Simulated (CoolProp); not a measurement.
n-butane at several states: density (kg/m³) from the reference equation and from simpler models built on Tc = 425.1 K, pc = 3.796 MPa, ω = 0.201; each cubic takes its own stable root.

Computed with CoolProp (reference Helmholtz-energy equation of state, Bücker 2006).

```
T (K)  p (MPa)   phase  reference  Redlich-Kwong  Soave-Redlich-Kwong
-----  -------  ------  ---------  -------------  -------------------
372.3   0.0272     gas     0.5126         0.5125               0.5126
152.6    0.923  liquid          …              …                657.4
442.5    0.141     gas      2.252          2.253                2.253
243.2    0.208  liquid          …              …                    …
```

Fill in the missing entries.


- 152.6, reference: 718.9
- 152.6, Redlich-Kwong: 654.9
- 243.2, reference: 632.0
- 243.2, Redlich-Kwong: 578.9
- 243.2, Soave-Redlich-Kwong: 590.2
